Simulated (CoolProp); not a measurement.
Vapour-liquid equilibrium of dimethyl ether (1) + n-pentane (2) at 0.282 bar; x and y are mole fractions of (1).

Model: multi-fluid Helmholtz-energy mixture model, Wu 2011 and Thol 2019; pair parameters Bell 2016, in CoolProp.

```tsv
x	bubble temperature (K)	y at the bubble point	dew temperature at overall composition x (K)	liquid density (mol/L)
0.05	269.9	0.290	275.3	9.200
0.15	255.8	0.693	273.2	9.838
0.25	244.2	0.866	270.9	10.49
0.35	236.2	?	268.3	11.15
0.45	231.1	0.959	265.4	?
0.55	228.1	0.971	262.0	12.52
0.65	226.4	0.978	257.9	13.27
0.75	225.3	0.982	252.7	14.10
0.85	224.3	0.987	245.6	15.03
0.95	223.2	?	233.0	16.11
```

Q: Fill in the missing entries.

A: 
- 0.35, y at the bubble point: 0.932
- 0.45, liquid density (mol/L): 11.82
- 0.95, y at the bubble point: 0.994

No azeotrope shows between x = 0.05 and 0.95.

Pair parameters are fitted to limited data, so mixtures are less certain than the pure fluids. The gap from Raoult's law changes sign with composition, which may be real or a fault of the pair parameters; it wasn't checked against measurements.
